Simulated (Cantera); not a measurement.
# Stirred combustor or abatement burner

A perfectly stirred reactor is fed with CH4 : O2 : N2 = 1 : 3.33 : 24.3 (molar parts), at 1580 Torr; it is adiabatic with a 700 K inlet, and is followed from long to short residence time, starting on the burning branch (τ in s: 0.044, 0.02, 0.0089, 0.004, 0.0018, 0.0008, 0.00036, 0.00016, 7.3e-05, 3.3e-05, 1.5e-05).

Detailed kinetics in Cantera: GRI-Mech 3.0 (53 species, 325 reactions).

```tsv
τ (s)	T (K)	x CH4	x O2	x CO	x CO2	x O	x H2O2	x C2H2
0.044	1501	3.44e-5	0.0467	0.000422	0.0345	4.55e-5	1.56e-7	1.16e-8
0.020	1497	5.84e-5	0.0468	0.000741	0.0341	7.40e-5	2.23e-7	1.63e-8
0.0089	1490	0.000102	0.0472	0.00133	0.0334	0.000119	3.19e-7	2.24e-8
0.0040	1478	0.000183	0.0479	0.00240	0.0322	0.000182	4.54e-7	3.17e-8
0.0018	1454	0.000365	0.0494	0.00452	0.0299	0.000247	6.55e-7	5.46e-8
0.00080	700	0.0349	0.116	<1e-12	<1e-12	<1e-12	<1e-12	<1e-12
0.00036	700	0.0349	0.116	<1e-12	<1e-12	<1e-12	<1e-12	<1e-12
0.00016	700	0.0349	0.116	<1e-12	<1e-12	<1e-12	<1e-12	<1e-12
7.3e-5	700	0.0349	0.116	<1e-12	<1e-12	<1e-12	<1e-12	<1e-12
3.3e-5	700	0.0349	0.116	<1e-12	<1e-12	<1e-12	<1e-12	<1e-12
1.5e-5	700	0.0349	0.116	<1e-12	<1e-12	<1e-12	<1e-12	<1e-12
```
x: mole fraction; the columns are a selection and need not sum to one.
